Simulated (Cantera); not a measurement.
A freely propagating, adiabatic, planar premixed flame of CH₃OH : O₂ : N₂ = 1 : 1.65 : 6.1 (molar parts), equivalence ratio 0.91, unburnt at 650 K and 3150 Torr; mixture-averaged transport, grid criteria slope 0.08 and curve 0.16, no radiation.

Model: GRI-Mech 3.0 (53 species, 325 reactions), integrated in Cantera. GRI-Mech 3.0 was tuned for natural gas; its chemistry of methanol as a main component is partial and can be far from experiment. Burning velocities carry a grid error of a few per cent, more on coarse grids.

Q: What does this change do: 0.16 parts H2 added?

A: 
| quantity | before | after |
|---|---|---|
| laminar burning velocity | 104 cm/s | 123 cm/s |
| thermal thickness | 0.0852 mm | 0.0770 mm |
| peak x(OH) | 0.0100 | 0.0108 |
| peak x(H₂O₂) | 0.00114 | 0.00126 |
| peak x(C₂H₄) | 4.21e-7 | 6.54e-7 |
| peak x(CO) | 0.0613 | 0.0645 |
